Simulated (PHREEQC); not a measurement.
0.032 g of hydrous ferric oxide (600 m²/g; 0.2 weak and 0.005 strong sites per Fe, Dzombak-Morel constants, diffuse double layer) in 1 kg of water with 0.1 mol/kgw of an inert sodium salt, at 25 °C; the pH is set by adding NaOH or the inert anion's acid. Oxygen alone is held at its pressure in air (log pO2 = -0.68). No CO2 enters from the air. Precipitation was switched off in this run.

All values are PHREEQC results (ion-association model, wateq4f.dat), not measurements.

```json
[
 {"pH": "3", "surface charge σ (C/m²)": "0.363", "surface potential ψ (mV)": "153"},
 {"pH": "3.5", "surface charge σ (C/m²)": "0.350", "surface potential ψ (mV)": "(withheld)"},
 {"pH": "4", "surface charge σ (C/m²)": "0.321", "surface potential ψ (mV)": "(withheld)"},
 {"pH": "4.5", "surface charge σ (C/m²)": "0.272", "surface potential ψ (mV)": "138"},
 {"pH": "5", "surface charge σ (C/m²)": "0.215", "surface potential ψ (mV)": "126"},
 {"pH": "5.5", "surface charge σ (C/m²)": "0.159", "surface potential ψ (mV)": "111"},
 {"pH": "6", "surface charge σ (C/m²)": "0.111", "surface potential ψ (mV)": "(withheld)"},
 {"pH": "6.5", "surface charge σ (C/m²)": "0.074", "surface potential ψ (mV)": "74"},
 {"pH": "7", "surface charge σ (C/m²)": "0.045", "surface potential ψ (mV)": "(withheld)"},
 {"pH": "7.5", "surface charge σ (C/m²)": "0.022", "surface potential ψ (mV)": "(withheld)"},
 {"pH": "8", "surface charge σ (C/m²)": "0.004", "surface potential ψ (mV)": "5"},
 {"pH": "8.5", "surface charge σ (C/m²)": "-0.014", "surface potential ψ (mV)": "-19"},
 {"pH": "9", "surface charge σ (C/m²)": "-0.034", "surface potential ψ (mV)": "-42"},
 {"pH": "9.5", "surface charge σ (C/m²)": "-0.060", "surface potential ψ (mV)": "-65"},
 {"pH": "10", "surface charge σ (C/m²)": "-0.094", "surface potential ψ (mV)": "-85"},
 {"pH": "10.5", "surface charge σ (C/m²)": "-0.137", "surface potential ψ (mV)": "(withheld)"},
 {"pH": "11", "surface charge σ (C/m²)": "-0.190", "surface potential ψ (mV)": "-120"}
]
```

### Question
What belongs in the gaps?

### Answer

- 3.5, surface potential ψ (mV): 151
- 4, surface potential ψ (mV): 147
- 6, surface potential ψ (mV): 93
- 7, surface potential ψ (mV): 52
- 7.5, surface potential ψ (mV): 29
- 10.5, surface potential ψ (mV): -104

Species that the database lacks are ignored. The oxide is taken as insoluble; below pH 4 it would dissolve.
